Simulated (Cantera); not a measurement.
A closed system holds: 1 mol CH₂F₂, 0.082 mol HCl, equilibrated at 3150 °C and 140 Pa.

Equilibrium computed with Cantera from the NASA thermochemical tables; the gas is ideal and each condensed phase is pure. Candidate condensed phases: C, C₆H₆, C₇H₈, C₈H₁₈; 118 gas species. Rates play no part.

Task: What is the equilibrium state?

Result: 
```json
{
  "x(H)": "0.384",
  "x(F)": "0.359",
  "x(C)": "0.133",
  "x(HF)": "0.0653",
  "x(Cl)": "0.0177",
  "x(C₂)": "0.0148",
  "x(C₃)": "0.0146",
  "x(CF)": "0.00966",
  "x(H₂)": "0.000848",
  "gas_amount": "4.609 mol",
  "log10 activity of C(graphite) (absent)": "-0.96"
}
```
